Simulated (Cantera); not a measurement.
An isothermal, constant-pressure homogeneous reactor starts with CH₄ : N₂ = 1 : 12 (molar parts), at 1400 K and 0.230 bar. Integrator tolerance rtol = 1e-08.

Computed with Cantera and GRI-Mech 3.0 (53 species, 325 reactions). GRI-Mech 3.0 stops at C3 and has no aromatics, soot or wall deposition, so with more carbon than oxygen in the feed, carbon stays in small species such as C2H2 where larger ones or solid carbon would form.

**Question.** What does this change do: temperature 1400 to 1248 K?

**Answer.** 
```csv
quantity,before,after
x(CH₄) at 200 s,0.00559 (gas-phase equilibrium 0.00226),0.0698 (gas-phase equilibrium 0.0135)
x(H₂) at 200 s,0.0988 (gas-phase equilibrium 0.104),0.00971 (gas-phase equilibrium 0.0872)
x(C₂H₂) at 200 s,0.0325 (gas-phase equilibrium 0.0119),0.00310 (gas-phase equilibrium 0.0104)
x(C₂H) at 200 s,9.56e-10 (gas-phase equilibrium 3.67e-10),2.18e-12 (gas-phase equilibrium 9.87e-12)
x(CH₂) at 200 s,7.42e-11 (gas-phase equilibrium 3.28e-11),4.44e-12 (gas-phase equilibrium 1.60e-12)
x(H) at 200 s,3.00e-6 (gas-phase equilibrium 3.29e-6),2.39e-8 (gas-phase equilibrium 2.90e-7)
```

**Question.** What does this change do: temperature 1400 to 1225 K?

**Answer.** 
| quantity | before | after |
|---|---|---|
| x(CH₄) at 200 s | 0.00559 (gas-phase equilibrium 0.00226) | 0.0734 (gas-phase equilibrium 0.0171) |
| x(H₂) at 200 s | 0.0988 (gas-phase equilibrium 0.104) | 0.00469 (gas-phase equilibrium 0.0820) |
| x(C₂H₂) at 200 s | 0.0325 (gas-phase equilibrium 0.0119) | 0.00145 (gas-phase equilibrium 0.00964) |
| x(C₂H) at 200 s | 9.56e-10 (gas-phase equilibrium 3.67e-10) | <1e-12 (gas-phase equilibrium 5.08e-12) |
| x(CH₂) at 200 s | 7.42e-11 (gas-phase equilibrium 3.28e-11) | 2.24e-12 (gas-phase equilibrium <1e-12) |
| x(H) at 200 s | 3.00e-6 (gas-phase equilibrium 3.29e-6) | 8.27e-9 (gas-phase equilibrium 1.87e-7) |
